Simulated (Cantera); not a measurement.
An adiabatic, constant-pressure homogeneous reactor starts with 16.2 % H2, 17.6 % O2, 66.2 % N2, equivalence ratio 0.46, at 1475 K and 2700 Torr.

Model: GRI-Mech 3.0 (53 species, 325 reactions), integrated in Cantera. The hydrogen kinetics of GRI-Mech 3.0 are dated; newer H2 mechanisms differ, most at raised pressure.

### Question
Predict: time of steepest temperature rise; temperature at 3.00 s; equilibrium temperature; x(H2) at 3.00 s; x(O2) at 3.00 s; x(HO2) at 3.00 s; x(N2O) at 3.00 s; x(H2O) at 3.00 s; x(O) at 3.00 s.

### Answer
* **time of steepest temperature rise**: 4.46 µs
* **temperature at 3.00 s**: 2498 K
* **equilibrium temperature**: 2498 K
* **x(H2) at 3.00 s**: 0.00171 (gas-phase equilibrium 0.00171)
* **x(O2) at 3.00 s**: 0.0931 (gas-phase equilibrium 0.0931)
* **x(HO2) at 3.00 s**: 1.38e-5 (gas-phase equilibrium 1.38e-5)
* **x(N2O) at 3.00 s**: 1.45e-6 (gas-phase equilibrium 1.45e-6)
* **x(H2O) at 3.00 s**: 0.168 (gas-phase equilibrium 0.168)
* **x(O) at 3.00 s**: 0.00232 (gas-phase equilibrium 0.00232)
